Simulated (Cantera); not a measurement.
Source: NASA polynomial tables (part measured, part estimated), evaluated in Cantera. Values are per mole of reaction as written; species without (g) are pure solids or liquids, kept so even where they would boil at 1 bar.

### Question
Between 300 and 1025 K, where is each reaction favourable under standard conditions?
- 2 SO2(g) = 2 O2(g) + S2(g)
- S + 2 O(g) = SO2(g)

### Answer
- 2 SO2(g) = 2 O2(g) + S2(g): ΔG° is 679 kJ at 300 K and 573 kJ at 1025 K; it stays positive (K < 1). ΔH° is 724 kJ and ΔS° 146 J/K at 1025 K.
- S + 2 O(g) = SO2(g): ΔG° is -763 kJ at 300 K and -667 kJ at 1025 K; it stays negative (K > 1). ΔH° is -816 kJ and ΔS° -145 J/K at 1025 K.
